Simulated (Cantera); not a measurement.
Mixture: 39.5 % CO, 3.55 % H2, 12.0 % O2, 45.0 % N2, at 85000 Pa, adiabatic and at constant volume. Ignition delay is the time to a rise of 400 K.

Detailed kinetics in Cantera: GRI-Mech 3.0 (53 species, 325 reactions). Where the delays flatten at high temperature, the 400 K rule measures the pace of heat release, not the induction time.

Task: Predict: delay at 1200 K; delay at 1350 K; delay at 1500 K; delay at 1650 K; delay at 1800 K.

Result: 
- delay at 1200 K: 0.118 ms
- delay at 1350 K: 71.9 µs
- delay at 1500 K: 55.4 µs
- delay at 1650 K: 51.0 µs
- delay at 1800 K: 53.6 µs
